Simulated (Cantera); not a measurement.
## Transport properties of process gases

Gas mixture: 100 % O2, at 0.00345 atm, frozen composition.

Cantera's kinetic-theory transport with the Lennard-Jones parameters of GRI-Mech 3.0, ideal gas; thermal conductivity in the mixture-averaged form.

```csv
T (K),ρ (kg/m³),cp (J/kg/K),μ (µPa s),λ (mW/m/K),Pr,D (cm²/s) CH4,D (cm²/s) H2O,D (cm²/s) NH3
400,0.00337,941.4,25.6,33.9,0.713,109,116,112
550,0.00245,987.2,32.1,44.7,0.709,190,210,201
700,0.00192,1031,37.8,55.0,0.709,286,326,310
850,0.00158,1065,43.0,64.6,0.710,397,461,436
1000,0.00135,1090,47.9,73.6,0.710,522,613,578
1150,0.00117,1109,52.5,82.2,0.708,659,781,735
1300,0.00104,1125,56.9,90.4,0.708,808,965,906
```
D: mixture-averaged diffusion coefficient of that species in the mixture.
